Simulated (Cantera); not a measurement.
Feed: 1 mol Si₂H₆, 4.3 mol CO₂, 0.25 mol N₂O, equilibrated at 698.15 K and 50.0 Pa.

Method: chemical equilibrium by Gibbs-energy minimisation in Cantera with the NASA 1993 tables (ideal gas, pure condensed phases). Candidate condensed phases: C, C₆H₆, C₇H₈, C₈H₁₈, H₂O, Si, SiC, SiO₂, Si₂N₂O, Si₃N₄; 151 gas species. The feed counts by its element totals alone. Kinetics and transport are ignored.

Base state: H₂ 0.425, CO 0.304, CO₂ 0.202, N₂ 0.0380, H₂O 0.0295, CH₄ 0.000800 (mole fractions); condensed: C(graphite) + SiO₂(α-quartz).

**Question.** What changes in the equilibrium state with this change: pressure from 50.0 Pa to 67000 Pa?

**Answer.** 
```json
[
 {"species": "H₂O", "before": "0.0295", "after": "0.390"},
 {"species": "CO₂", "before": "0.202", "after": "0.343"},
 {"species": "H₂", "before": "0.425", "after": "0.118"},
 {"species": "CO", "before": "0.304", "after": "0.0108"},
 {"species": "CH₄", "before": "0.000800", "after": "0.0823"},
 {"species": "N₂", "before": "0.0380", "after": "0.0560"},
 {"species": "NH₃", "before": "2.60e-7", "after": "6.16e-5"},
 {"species": "C(graphite), mol", "before": "0.966", "after": "2.35"},
 {"species": "SiO₂(α-quartz), mol", "before": "2.00", "after": "2.00"}
]
```

**Question.** What changes in the equilibrium state with this change: temperature from 698.15 K to 848 K?

**Answer.** 
```tsv
species	before	after
CO	0.304	0.511
H₂	0.425	0.383
CO₂	0.202	0.0586
H₂O	0.0295	0.0142
N₂	0.0380	0.0331
CH₄	0.000800	2.39e-6
C(graphite), mol	0.966	0
SiO₂(α-quartz), mol	2.00	0
SiO₂(β-quartz), mol	0	2.00
```

**Question.** What changes in the equilibrium state with this change: CO₂ from 4.3 to 0.11 mol?

**Answer.** 
```tsv
species	before	after
H₂	0.425	1.00
CH₄	0.000800	3.85e-8
CO	0.304	<1e-9
CO₂	0.202	<1e-9
N₂	0.0380	<1e-9
H₂O	0.0295	<1e-9
C(graphite), mol	0.966	0
SiO₂(α-quartz), mol	2.00	0.110
Si(s), mol	0	1.28
SiC(s), mol	0	0.110
Si₂N₂O(s), mol	0	0.250
```
